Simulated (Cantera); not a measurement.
Standard-state values (1 bar) from the NASA 1993 polynomials, evaluated with Cantera. Values are per mole of reaction as written; species without (g) are pure solids or liquids, kept so even where they would boil at 1 bar. TaC: taken at fixed stoichiometry.

TaC + 2 CH4(g) = Ta + C3H8(g)

```
T (K)  ΔH° (kJ)  ΔS° (J/K)  ΔG° (kJ)  log10 K
-----  --------  ---------  --------  -------
1450        ___        ___       ___      ___
1550        ___        ___       ___      ___
1650      190.8     -101.8     358.7   -11.36
1750        ___        ___       ___      ___
1850      190.0     -102.2     379.1   -10.70
```

Q: What belongs in the gaps?

A: 
- 1450, ΔH° (kJ): 191.1
- 1450, ΔS° (J/K): -101.6
- 1450, ΔG° (kJ): 338.4
- 1450, log10 K: -12.19
- 1550, ΔH° (kJ): 191.0
- 1550, ΔS° (J/K): -101.7
- 1550, ΔG° (kJ): 348.5
- 1550, log10 K: -11.74
- 1750, ΔH° (kJ): 190.4
- 1750, ΔS° (J/K): -102.0
- 1750, ΔG° (kJ): 368.9
- 1750, log10 K: -11.01
